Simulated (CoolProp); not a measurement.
Saturation properties of cis-2-butene.

Values from CoolProp's reference Helmholtz-energy equation of state, Lemmon 2005. It is a short technical equation, of lower accuracy than the large ones.

```tsv
T (K)	p (MPa)	enthalpy of vaporisation (kJ/kg)	surface tension (mN/m)
345	0.7722	335.5	8.36
350.6	0.8784	327.4	7.72
356.2	0.9951	318.9	7.09
361.7	1.120	310.2	6.49
367.3	1.260	300.8	5.88
372.9	1.411	291.0	5.29
378.5	1.576	280.5	4.71
384.1	1.754	269.3	4.14
389.7	1.947	257.3	3.59
395.3	2.156	244.3	3.05
400.8	2.376	230.5	2.55
406.4	2.619	214.9	2.05
```

It boils at 276.9 K under 1 atm.

Surface tension comes from a separate correlation (Mulero 2014).
